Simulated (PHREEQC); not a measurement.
Consider water at 25 °C with 0.0035 mol Cu(NO3)2 and 3e-05 mol HBF4 per kg of water. Closed to the air; pH follows from the charge balance.

Computed with PHREEQC (ion-association model, wateq4f.dat).

Precipitation was switched off in this run.

Question: What pH does the model give?

Answer: pH 4.01.

Question: In which forms is F present?

Answer: F- 85 %, HF 11 %, CuF+ 3.6 % of the F.

Real BF4- forms and hydrolyses slowly; the run takes it at equilibrium.
